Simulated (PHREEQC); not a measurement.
Consider water at 24 °C with 9.1e-05 mol/kgw PbCl2, 0.002 mol/kgw NaCl and 0.0026 mol/kgw Cu(NO3)2. It is in equilibrium with CO2 at log p = -3.4 (atm). Otherwise closed; pH follows from the charge balance.

The numbers come from PHREEQC with the ion-association model, wateq4f.dat.

This is a speciation only: nothing precipitates in the calculation.

Problem. What pH does the model give?

Solution. pH 5.06.

Problem. In which forms is Pb present?

Solution. Pb+2 90 %, PbCl+ 5.0 %, PbNO3+ 4.6 % of the Pb.
